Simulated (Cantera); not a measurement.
## Ignition delay

Mixture: CH4 : C2H6 : C3H8 : O2 : N2 = 1 : 0.25 : 0.3 : 8.1 : 30.5 (molar parts), at 370000 Pa, adiabatic and at constant volume. Ignition delay is the time to a rise of 400 K.

Model: GRI-Mech 3.0 (53 species, 325 reactions), integrated in Cantera. GRI-Mech 3.0 was tuned for natural gas; its chemistry of propane as a main component is partial and can be far from experiment.

| T0 (K) | delay (ms) |
|---|---|
| 1298 | 0.291 |
| 1373 | 0.122 |
| 1448 | 0.0570 |
| 1523 | 0.0295 |
| 1598 | 0.0168 |
| 1673 | 0.0104 |
| 1748 | 0.00690 |
| 1823 | 0.00487 |

```
Item                                                    Result
--------------------------------------------------  ----------
apparent activation energy between 1673 and 1823 K  130 kJ/mol
```
